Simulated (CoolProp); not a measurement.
R21 at several states: density (kg/m³) from the reference equation and from simpler models built on Tc = 179.6 °C, pc = 52.89 bar, ω = 0.206; each cubic takes its own stable root.

The numbers come from the reference Helmholtz-energy equation of state, Platzer 1990 in CoolProp. This equation is an older, rougher fit; its heat capacities, sound speeds and derivatives of the liquid may be far off and weren't checked against measurements.

```csv
T (°C),p (bar),phase,reference,Soave-Redlich-Kwong,Peng-Robinson
12.15,0.193,gas,0.8428,0.8415,0.8416
-33.85,0.455,liquid,1499,1405,?
39.15,23.5,liquid,?,1255,?
61.75,0.879,gas,3.303,3.296,3.299
51.85,23,liquid,1307,?,1382
```

Problem. Some entries are withheld; supply them.

Solution. 
- -33.85, Peng-Robinson: 1583
- 39.15, reference: 1339
- 39.15, Peng-Robinson: 1419
- 51.85, Soave-Redlich-Kwong: 1221
